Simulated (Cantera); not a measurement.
Feed: 1 mol Si₃N₄, 0.0047 mol Si, 0.034 mol H₂, equilibrated at 3.80 bar.

Cantera equilibrium calculation (NASA polynomials, part measured and part estimated; ideal gas, pure solids and liquids). Candidate condensed phases: Si, Si₃N₄; 31 gas species. Ions and electrons are included (thermal ionisation). The tables' values for SiN are old estimates; treat these amounts as uncertain. Gases not in the tables: Si₂H₆ and higher silanes. Equilibrium is a limit: real reactors are often held back by kinetics, nucleation or transport. All values below are at 2727 °C.

Base state: N₂ 0.945, Si 0.0280, H₂ 0.0113, H 0.00862, SiN 0.00286, Si₂N 0.00189, Si₂ 0.00136, SiH 0.000810 (mole fractions); condensed: Si(l).

What changes in the equilibrium state with this change: pressure from 3.80 bar to 10.0 mbar?


```
species      before    after
----------  -------  -------
Si           0.0280    0.589
N₂            0.945    0.394
H           0.00862   0.0132
H₂           0.0113  7.02e-5
SiH₂        5.15e-5  1.77e-8
Si+         1.74e-7  1.57e-5
e-          1.78e-7  1.57e-5
Si₂N        0.00189  7.30e-5
Si(l), mol     2.92        0
```
